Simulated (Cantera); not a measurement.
Input (Python, Cantera):

```python
import numpy as np
import cantera as ct

gas = ct.Solution("gri30.yaml")
gas.TPX = 2050, 43000, {'CH4': 1, 'CO2': 0.61, 'H2': 1.9}
reactor = ct.IdealGasConstPressureReactor(gas, energy="off", clone=False)
net = ct.ReactorNet([reactor])
net.rtol, net.atol = 1e-08, 1e-18
show = ['CH4', 'CO2', 'H2', 'H2O', 'C2H6']
times = np.geomspace(8e-06, 10, 13)

steps = ct.SolutionArray(gas, extra=["t"])
rows = []
print(f"{'t/s':>10s}{'T/K':>9s}{'P/Pa':>11s}" + "".join(f"{s:>11s}" for s in show))
for t in times:
    while net.time < t:
        t_next = net.step()
        steps.append(gas.state, t=t_next)
    rows.append([np.interp(t, steps.t, y) for y in (steps.T, steps.P, *steps(*show).X.T)])
    print(f"{t:10.3e}{rows[-1][0]:9.1f}{rows[-1][1]:11.4g}" + "".join(f"{x:11.3e}" for x in rows[-1][2:]))
rate = np.gradient(steps.T, steps.t)
print("integrator steps:", len(steps.t))
if steps.T.max() > steps.T[0] + 200:
    print(f"time of steepest temperature rise: {steps.t[rate.argmax()]:.4e} s")
gas.TPX = 2050, 43000, {'CH4': 1, 'CO2': 0.61, 'H2': 1.9}
gas.equilibrate("TP")
print(f"equilibrium (TP): T = {gas.T:.1f} K  " + "  ".join(f"{s} {gas[s].X[0]:.3e}" for s in show))
```

Result:

```
       t/s      T/K       P/Pa        CH4        CO2         H2        H2O       C2H6
 8.000e-06   2050.0    4.3e+04  2.817e-01  1.734e-01  5.416e-01  1.460e-04  1.412e-05
 2.577e-05   2050.0    4.3e+04  2.726e-01  1.714e-01  5.432e-01  1.370e-03  1.889e-04
 8.303e-05   2050.0    4.3e+04  2.234e-01  1.561e-01  5.649e-01  1.049e-02  4.834e-04
 2.675e-04   2050.0    4.3e+04  1.256e-01  1.094e-01  6.113e-01  4.053e-02  1.785e-04
 8.618e-04   2050.0    4.3e+04  4.659e-02  4.035e-02  6.195e-01  9.353e-02  3.041e-05
 2.776e-03   2050.0    4.3e+04  1.470e-02  6.287e-03  6.248e-01  1.103e-01  3.716e-06
 8.944e-03   2050.0    4.3e+04  8.732e-03  4.475e-03  6.520e-01  8.105e-02  1.327e-06
 2.882e-02   2050.0    4.3e+04  5.572e-03  2.483e-03  6.865e-01  3.932e-02  5.166e-07
 9.283e-02   2050.0    4.3e+04  2.486e-03  5.877e-04  7.125e-01  8.576e-03  1.015e-07
 2.991e-01   2050.0    4.3e+04  7.247e-04  1.432e-05  7.203e-01  2.051e-04  1.057e-08
 9.635e-01   2050.0    4.3e+04  5.815e-04  6.955e-08  7.206e-01  1.002e-06  7.590e-09
 3.104e+00   2050.0    4.3e+04  5.815e-04  6.940e-08  7.206e-01  9.996e-07  7.589e-09
 1.000e+01   2050.0    4.3e+04  5.815e-04  6.940e-08  7.206e-01  9.996e-07  7.589e-09
integrator steps: 1501
equilibrium (TP): T = 2050.0 K  CH4 5.816e-04  CO2 6.961e-08  H2 7.206e-01  H2O 1.003e-06  C2H6 7.592e-09
```

Model: GRI-Mech 3.0 (53 species, 325 reactions), integrated in Cantera. GRI-Mech 3.0 stops at C3 and has no aromatics, soot or wall deposition, so with more carbon than oxygen in the feed, carbon stays in small species such as C2H2 where larger ones or solid carbon would form.
